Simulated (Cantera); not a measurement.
Input: 1 mol MgCO3, 3.8 mol CO2, 0.45 mol H2, held at 2200 K and 10.0 mbar.

Equilibrium computed with Cantera from the NASA thermochemical tables; the gas is ideal and each condensed phase is pure. Candidate condensed phases: C, C6H6, C7H8, C8H18, H2O, Mg, MgCO3, MgO, Mg(OH)2; 116 gas species. Kinetics and transport are ignored.

Base state: CO2 0.674, CO 0.183, H2O 0.0704, O2 0.0492, OH 0.00920, O 0.00600, H2 0.00362, H 0.00339 (mole fractions); condensed: MgO(s).

### Question
What changes in the equilibrium state with this change: temperature from 2200 K to 1875 K?

### Answer
```csv
species,before,after
CO2,0.674,0.825
CO,0.183,0.0871
H2O,0.0704,0.0828
O2,0.0492,0.00168
Mg,0.00104,5.78e-6
MgO,7.33e-5,1.50e-7
MgOH,5.65e-5,8.49e-7
O,0.00600,9.87e-5
"MgO(s), mol",0.993,1.000
```

### Question
What changes in the equilibrium state with this change: CO2 from 3.8 to 0.23 mol?

### Answer
```csv
species,before,after
CO2,0.674,0.453
CO,0.183,0.260
H2O,0.0704,0.226
H2,0.00362,0.0246
O2,0.0492,0.0110
OH,0.00920,0.0113
Mg,0.00104,0.00220
Mg(OH)2,1.18e-5,3.80e-5
MgOH,5.65e-5,0.000147
H,0.00339,0.00883
O,0.00600,0.00284
"MgO(s), mol",0.993,0.996
```

### Question
What changes in the equilibrium state with this change: pressure from 10.0 mbar to 88.0 mbar?

### Answer
| species | before | after |
|---|---|---|
| CO2 | 0.674 | 0.775 |
| CO | 0.183 | 0.119 |
| H2O | 0.0704 | 0.0789 |
| O2 | 0.0492 | 0.0174 |
| Mg | 0.00104 | 6.71e-5 |
| MgO | 7.33e-5 | 8.33e-6 |
| O | 0.00600 | 0.00120 |
| MgOH | 5.65e-5 | 1.52e-5 |
| H | 0.00339 | 0.000910 |
| MgO(s), mol | 0.993 | 0.999 |
